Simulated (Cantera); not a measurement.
# Thermodynamics of silicon epitaxy and polysilicon growth, feed SiHCl3 + Cl2 + N2

Charge: 1 mol SiHCl3, 0.011 mol Cl2, 27 mol N2, held at 51.0 mbar.

Cantera equilibrium calculation (NASA polynomials, part measured and part estimated; ideal gas, pure solids and liquids). Candidate condensed phases: NH4Cl, Si, Si3N4; 28 gas species. N2 is the only nitrogen source here; it is nearly inert below about 1500 K, so the nitride shown seldom forms there in practice. The tables' values for SiCl3 are old estimates; treat these amounts as uncertain. The numbers say what is thermodynamically allowed, not how fast it happens.

```csv
T (°C),x N2,x HCl,x SiCl2,x SiCl4,x SiCl3,n Si3N4(s)
750,0.948,0.0310,7.18e-7,0.0191,2.54e-5,0.154
800,0.948,0.0313,3.35e-6,0.0189,6.29e-5,0.155
850,0.948,0.0315,1.35e-5,0.0188,0.000143,0.155
900,0.947,0.0317,4.84e-5,0.0186,0.000302,0.155
950,0.947,0.0319,0.000155,0.0183,0.000597,0.154
1000,0.947,0.0320,0.000449,0.0177,0.00110,0.152
1050,0.946,0.0320,0.00118,0.0167,0.00190,0.147
1100,0.945,0.0320,0.00280,0.0150,0.00302,0.136
1150,0.944,0.0317,0.00598,0.0124,0.00433,0.118
1200,0.941,0.0313,0.0112,0.00896,0.00543,0.0894
1250,0.938,0.0304,0.0182,0.00534,0.00570,0.0536
1300,0.935,0.0290,0.0252,0.00258,0.00497,0.0183
1350,0.934,0.0285,0.0291,0.00133,0.00408,0
1400,0.933,0.0295,0.0299,0.000943,0.00368,0
```
x: gas mole fraction; n: condensed amount in mol.

From 750 °C to 1300 °C the condensed part is Si3N4(s). From 1350 °C to 1400 °C nothing is condensed. The main Si-bearing gas is SiCl4 at 750 °C and SiCl2 at 1400 °C.
